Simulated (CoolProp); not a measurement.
Properties of R236FA along the isotherm 400 K.

Values from CoolProp's reference Helmholtz-energy equation of state, Pan 2012.

```tsv
p (MPa)	phase	cp (kJ/(kg K))	expansivity (1/kK)	Prandtl number
0.101	gas	0.9941	2.602	0.673
0.163	gas	0.9976	2.668	0.675
0.263	gas	1.003	2.780	0.679
0.426	gas	1.014	2.978	0.686
0.687	gas	1.033	3.344	0.699
1.11	gas	1.073	4.112	0.725
1.79	gas	1.176	6.176	0.788
2.9	gas	1.948	22.00	1.22
4.68	supercritical	1.818	10.88	2.97
7.57	supercritical	1.500	5.358	2.87
12.2	supercritical	1.384	3.485	2.98
19.8	supercritical	1.319	2.476	3.21
31.9	supercritical	1.280	1.854	3.59
```

Viscosity comes from a separate model (Huber 2003), an estimate that may be off by 10 % or more. Thermal conductivity comes from a separate model (Huber 2003), an estimate that may be off by 10 % or more.
